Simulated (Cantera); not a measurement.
Feed: 1 mol Fe3O4, 16 mol CO, held at 0.100 bar.

Equilibrium computed with Cantera from the NASA thermochemical tables; the gas is ideal and each condensed phase is pure. Candidate condensed phases: C, Fe, Fe(CO)5, FeO, Fe2O3, Fe3O4; 15 gas species. Mutual solubility and eutectic melting of coexisting phases are not modelled. The tables' stoichiometric FeO is somewhat more stable than real wüstite, so its field is too wide. FeO: taken at fixed stoichiometry. Equilibrium is a limit: real reactors are often held back by kinetics, nucleation or transport.

Task: At 1525 °C, list the 3 most abundant gas species with their mole fractions, and the condensed phases.

Result: CO 0.893, CO2 0.107, Fe 0.000286. Condensed: Fe(δ) + FeO(l).
